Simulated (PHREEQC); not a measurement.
Consider water at 20 °C with 14 mmol/kgw H3PO4, 2.6 mmol/kgw HNO3 and 1.3 mmol/kgw ZnSO4. Closed to the air; pH follows from the charge balance.

All values are PHREEQC results (ion-association model, wateq4f.dat), not measurements.

```
quantity                        before     after
----------------------------  --------  --------
pH                                2.08      2.61
ionic strength (mol/kgw)        0.0136   0.00358
H3PO4 (mol/kgw)                0.00706  0.000677
H2PO4- (mol/kgw)               0.00694   0.00212
Zn+2 (mol/kgw)                 0.00121  0.000253
SO4-2 (mol/kgw)               0.000800  0.000215
SI of Goslarite (ZnSO4:7H2O)     -4.40     -5.48
SI of Zincite(c) (ZnO)          -10.36     -9.90
```

### Question
Name the change that produced these shifts.
(A) diluted 5-fold with water
(B) HNO3 left out
(C) diluted 100-fold with water
(D) ZnSO4 from 0.0013 to 0.0065 mol/kgw
(E) 0.014 mol/kgw CsOH added

### Answer
A, diluted 5-fold with water

No solid was allowed to form. H3PO4, which wateq4f.dat lacks, is added to it with the constant of phreeqc.dat. The database has no phosphate complexes of Zn.
